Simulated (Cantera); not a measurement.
Feed: 1 mol SiH2Cl2, a varied amount of CH4, 320 mol H2, at 1598 K and 0.00133 bar.

Cantera equilibrium calculation (NASA polynomials, part measured and part estimated; ideal gas, pure solids and liquids). Candidate condensed phases: C, C6H6, C7H8, C8H18, Si, SiC; 109 gas species. Mutual solubility and eutectic melting of coexisting phases are not modelled. Kinetics and transport are ignored.

Which condensed phases are stable at each of these points (n(CH4) (mol)): 0.37, 0.52, 0.74, 1, 1.5, 2.1, 2.9?


| n(CH4) (mol) | condensed phases | Si condensed (%) |
|---|---|---|
| 0.37 | Si(s) + SiC(s) | 93.3 |
| 0.52 | Si(s) + SiC(s) | 93.3 |
| 0.74 | Si(s) + SiC(s) | 93.3 |
| 1 | SiC(s) | 99.8 |
| 1.5 | C(graphite) + SiC(s) | 99.9 |
| 2.1 | C(graphite) + SiC(s) | 99.9 |
| 2.9 | C(graphite) + SiC(s) | 99.9 |

From 0.37 mol CH4 to 0.74 mol CH4 the condensed part is Si(s) + SiC(s). At 1 mol CH4 the condensed part is SiC(s). From 1.5 mol CH4 to 2.9 mol CH4 the condensed part is C(graphite) + SiC(s).
